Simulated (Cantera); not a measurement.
An isothermal, constant-pressure homogeneous reactor starts with CH4 : H2 : CO2 = 0.024 : 1 : 0.0023 (molar parts), at 1550 K and 0.0460 bar. Integrator tolerance rtol = 1e-08.

Cantera simulation using GRI-Mech 3.0 (53 species, 325 reactions); the numbers are that mechanism's predictions, not measurements. GRI-Mech 3.0 stops at C3 and has no aromatics, soot or wall deposition, so with more carbon than oxygen in the feed, carbon stays in small species such as C2H2 where larger ones or solid carbon would form. Radical loss at walls, strong at low pressure, is not modelled.

Question: What does this change do: temperature 1550 to 2148 K?

Answer: 
```csv
quantity,before,after
x(CH4) at 6.00 s,0.0158 (gas-phase equilibrium 0.00216),2.95e-5 (gas-phase equilibrium 2.96e-5)
x(H2) at 6.00 s,0.976 (gas-phase equilibrium 0.984),0.966 (gas-phase equilibrium 0.966)
x(CO2) at 6.00 s,1.89e-6 (gas-phase equilibrium 1.57e-11),4.81e-12 (gas-phase equilibrium 4.83e-12)
x(CH3) at 6.00 s,4.45e-5 (gas-phase equilibrium 6.53e-6),1.13e-5 (gas-phase equilibrium 1.13e-5)
x(OH) at 6.00 s,1.03e-8 (gas-phase equilibrium <1e-12),1.40e-11 (gas-phase equilibrium 1.41e-11)
```

Question: What does this change do: temperature 1550 to 2825 K?

Answer: 
```csv
quantity,before,after
x(CH4) at 6.00 s,0.0158 (gas-phase equilibrium 0.00216),1.06e-6 (gas-phase equilibrium 1.07e-6)
x(H2) at 6.00 s,0.976 (gas-phase equilibrium 0.984),0.650 (gas-phase equilibrium 0.650)
x(CO2) at 6.00 s,1.89e-6 (gas-phase equilibrium 1.57e-11),1.75e-12 (gas-phase equilibrium 1.76e-12)
x(CH3) at 6.00 s,4.45e-5 (gas-phase equilibrium 6.53e-6),9.10e-6 (gas-phase equilibrium 9.17e-6)
x(OH) at 6.00 s,1.03e-8 (gas-phase equilibrium <1e-12),3.28e-10 (gas-phase equilibrium 3.31e-10)
```
